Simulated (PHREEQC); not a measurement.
Solution A (0.16 mol/kgw HF and 0.022 mol/kgw K2HPO4) is mixed with solution B (13 mmol/kgw H3PO4 and 15 mmol/kgw KOH) at 25 °C; shares are by mass of water, 1 kg in all. O2 is buffered at 0.21 atm. CO2 from the air is kept out. No solid was allowed to form.

The series has 21 steps of share of solution B, from 0 to 1.

All values are PHREEQC results (ion-association model, wateq4f.dat), not measurements.

### Question
Between which two steps does the pH jump most, and from what to what?

### Answer
Between share of solution B = 0.95 and 1: from 3.25 to 6.29.

Species that the database lacks are ignored. wateq4f.dat counts part of the HF as a dimer, H2F2, which phreeqc.dat doesn't know; its constant is uncertain. H3PO4, which wateq4f.dat lacks, is added to it with the constant of phreeqc.dat.
